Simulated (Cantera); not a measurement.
A perfectly stirred reactor is fed with CH4 : O2 : N2 = 0.024 : 0.017 : 1 (molar parts), equivalence ratio 2.8, at 6150 Torr; it is held at 1175 K, and followed from long to short residence time.

Detailed kinetics in Cantera: GRI-Mech 3.0 (53 species, 325 reactions).

Task: What does this change do: 0.035 parts H2 added?

Result: 
```
quantity                 before     after
---------------------  --------  --------
x(CH4) at τ = 9.70 s     0.0116    0.0138
x(O2) at τ = 9.70 s    0.000942  0.000327
x(H2O) at τ = 9.70 s     0.0158    0.0203
x(C2H) at τ = 9.70 s     <1e-12    <1e-12
x(HO2) at τ = 9.70 s    1.28e-7   1.44e-7
x(CH4) at τ = 44.0 ms    0.0230    0.0151
x(O2) at τ = 44.0 ms     0.0163   0.00512
x(H2O) at τ = 44.0 ms   6.95e-5    0.0143
x(C2H) at τ = 44.0 ms    <1e-12    <1e-12
x(HO2) at τ = 44.0 ms   1.64e-7   5.84e-6
```
